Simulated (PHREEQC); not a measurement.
Consider water at 25 °C with 25 mmol/kgw HCl, 0.47 mmol/kgw MnSO4 and 0.095 mmol/kgw Fe2(SO4)3. Closed to the air; pH follows from the charge balance.

All values are PHREEQC results (ion-association model, phreeqc.dat), not measurements.

Question: The ionic strength comes out as 0.0270 mol/kgw. What activity coefficients do FeHSO4+2, FeSO4+, MnCl+, Mn+2, H+ get?

Answer: FeHSO4+2 0.54, FeSO4+ 0.86, MnCl+ 0.86, Mn+2 0.56, H+ 0.88.

Precipitation was switched off in this run. Examples of supersaturated solids here: Hematite (slow to form), Goethite (slow to form). Others may be too. Complexes and solids missing from the database can't appear.
